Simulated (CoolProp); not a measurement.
Vapour-liquid equilibrium of dimethyl ether (1) + chloromethane (R40) (2) at 4.75 °C; x and y are mole fractions of (1).

Computed with CoolProp (multi-fluid Helmholtz-energy mixture model, Wu 2011 and Thol 2014; pair parameters Bell 2016).

| x | bubble pressure, mixture model (kPa) | bubble pressure, Raoult's law (kPa) | y, mixture model | y, Raoult's law |
|---|---|---|---|---|
| 0.05 | 303.0 | 306.0 | 0.043 | 0.051 |
| 0.125 | 299.6 | 306.6 | 0.112 | 0.128 |
| 0.2 | 296.8 | 307.3 | 0.184 | 0.204 |
| 0.275 | 294.6 | 307.9 | 0.261 | 0.280 |
| 0.35 | 293.2 | 308.5 | 0.341 | 0.356 |
| 0.425 | 292.6 | 309.1 | 0.423 | 0.432 |
| 0.5 | 292.7 | 309.8 | 0.505 | 0.507 |
| 0.575 | 293.7 | 310.4 | 0.588 | 0.582 |
| 0.65 | 295.5 | 311.0 | 0.669 | 0.656 |
| 0.725 | 298.1 | 311.7 | 0.748 | 0.730 |
| 0.8 | 301.5 | 312.3 | 0.823 | 0.804 |
| 0.875 | 305.6 | 312.9 | 0.894 | 0.878 |
| 0.95 | 310.4 | 313.5 | 0.959 | 0.951 |

The largest gap from Raoult's law is -5.5 % in bubble pressure, at x = 0.5. y crosses x between x = 0.425 and 0.5: the model has an azeotrope there.

Pair parameters are fitted to limited data, so mixtures are less certain than the pure fluids.
